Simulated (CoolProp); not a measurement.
Nitrous oxide along the isotherm 315.2 K: density (kg/m³) from the reference equation and from simpler models built on Tc = 309.5 K, pc = 7.245 MPa, ω = 0.161; each cubic takes its own stable root.

The numbers come from the reference Helmholtz-energy equation of state, Lemmon 2006 in CoolProp. It is a short technical equation, of lower accuracy than the large ones.

```csv
p (MPa),phase,reference
3.29,gas,66.21
6.59,gas,187.0
9.88,supercritical,669.4
13.2,supercritical,751.8
16.5,supercritical,795.3
19.8,supercritical,826.3
23.1,supercritical,851.0
26.3,supercritical,871.1
29.6,supercritical,889.0
32.9,supercritical,904.9
36.2,supercritical,919.2
```

How far does each simpler model (ideal gas, van der Waals) lie from the reference over these 11 states: mean and median of the absolute difference, and the worst?


- ideal gas: mean 49.9 %, median 49.3 %, worst -75.2 % at 315.2 K and 9.88 MPa
- van der Waals: mean 22.4 %, median 26.4 %, worst -27.1 % at 315.2 K and 13.2 MPa
